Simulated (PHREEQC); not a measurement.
2.7 g of hydrous ferric oxide (600 m²/g; 0.2 weak and 0.005 strong sites per Fe, Dzombak-Morel constants, diffuse double layer) in 1 kg of water with 0.005 mol/kgw of an inert sodium salt, at 25 °C; the pH is set by adding NaOH or the inert anion's acid. Oxygen alone is held at its pressure in air (log pO2 = -0.68). No CO2 enters from the air. Nothing may precipitate in this run.

Base run: PHREEQC, ion-association model, wateq4f.dat. Each further column changes one thing. The table gives surface charge σ (C/m²).

```tsv
pH	base	background salt from 0.005 to 0.0005 mol/kgw	oxide from 2.7 to 14 g/kgw	0.005 mol/kgw ZnCl2 added
3	0.316	0.283	0.342	0.345
3.67	0.237	0.179	0.281	0.292
4.33	0.157	0.098	0.192	0.216
5	0.095	0.048	0.113	0.144
5.67	0.053	0.022	[?]	0.092
6.33	0.027	0.010	0.030	0.074
7.67	0.004	0.001	0.004	0.064
8.33	-0.002	-0.001	-0.002	[?]
9	-0.009	-0.003	-0.010	0.036
9.67	-0.022	-0.008	-0.023	[?]
10.33	-0.044	-0.020	[?]	0.004
11	-0.084	-0.054	-0.097	-0.009
```

Q: Some entries are withheld; supply them.

A: 
- 5.67, oxide from 2.7 to 14 g/kgw: 0.060
- 8.33, 0.005 mol/kgw ZnCl2 added: 0.057
- 9.67, 0.005 mol/kgw ZnCl2 added: 0.017
- 10.33, oxide from 2.7 to 14 g/kgw: -0.049

The oxide is taken as insoluble; below pH 4 it would dissolve. In at least one series the solution becomes supersaturated in solids that the run did not let form, among them Zn(OH)2-e, Zn5(OH)8Cl2.
